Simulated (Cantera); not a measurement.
Charge: 1 mol Al₂O₃, 42 mol Cl₂, 1.7 mol O₂, at 1000 Pa.

Method: chemical equilibrium by Gibbs-energy minimisation in Cantera with the NASA 1993 tables (ideal gas, pure condensed phases). Candidate condensed phases: Al, AlCl₃, Al₂O₃; 17 gas species. The numbers say what is thermodynamically allowed, not how fast it happens.

Question: At 1200 K, list the 4 most abundant gas species with their mole fractions, and the condensed phases.

Answer: Cl₂ 0.917, Cl 0.0452, O₂ 0.0381, AlCl₃ 9.77e-5. Condensed: Al₂O₃(s).
